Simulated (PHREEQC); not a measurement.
Solution (25 °C): 0.0058 mol/kgw ZnCl2, 0.00049 mol/kgw NaOH and 0.00069 mol/kgw MnSO4. Closed to the air; pH follows from the charge balance.

Equilibrium calculation in PHREEQC: ion-association model, wateq4f.dat.

**Question.** The ionic strength comes out as 0.0186 mol/kgw. What activity coefficients do ZnOH+, SO4-2, Mn+2, MnCl+, Na+ get?

**Answer.** ZnOH+ 0.87, SO4-2 0.59, Mn+2 0.60, MnCl+ 0.88, Na+ 0.87.

Precipitation was switched off in this run. The solution is supersaturated, for example in Zn5(OH)8Cl2, Zn(OH)2-e, so a real one may precipitate; this is no full list.
